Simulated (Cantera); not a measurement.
A perfectly stirred reactor is fed with NO : N₂ = 1 : 0.45 (molar parts), at 690 Torr; it is held at 1750 K, and followed from long to short residence time.

Detailed kinetics in Cantera: GRI-Mech 3.0 (53 species, 325 reactions).

What does this change do: temperature 1750 to 1725 K?


| quantity | before | after |
|---|---|---|
| x(NO) at τ = 0.320 s | 0.651 | 0.659 |
| x(N₂O) at τ = 0.320 s | 0.000169 | 0.000170 |
| x(N₂) at τ = 0.320 s | 0.329 | 0.325 |
| x(O) at τ = 0.320 s | 1.29e-5 | 9.19e-6 |
| x(NO₂) at τ = 0.320 s | 0.000589 | 0.000575 |
| x(NO) at τ = 15.0 ms | 0.688 | 0.688 |
| x(N₂O) at τ = 15.0 ms | 0.000160 | 0.000151 |
| x(N₂) at τ = 15.0 ms | 0.311 | 0.311 |
| x(O) at τ = 15.0 ms | 6.73e-6 | 4.86e-6 |
| x(NO₂) at τ = 15.0 ms | 0.000300 | 0.000293 |

What does this change do: NO 1 to 0.23 parts?


```csv
quantity,before,after
x(NO) at τ = 0.320 s,0.651,0.328
x(N₂O) at τ = 0.320 s,0.000169,4.34e-5
x(N₂) at τ = 0.320 s,0.329,0.667
x(O) at τ = 0.320 s,1.29e-5,7.33e-6
x(NO₂) at τ = 0.320 s,0.000589,0.000170
x(NO) at τ = 15.0 ms,0.688,0.338
x(N₂O) at τ = 15.0 ms,0.000160,3.87e-5
x(N₂) at τ = 15.0 ms,0.311,0.662
x(O) at τ = 15.0 ms,6.73e-6,4.34e-6
x(NO₂) at τ = 15.0 ms,0.000300,9.77e-5
```
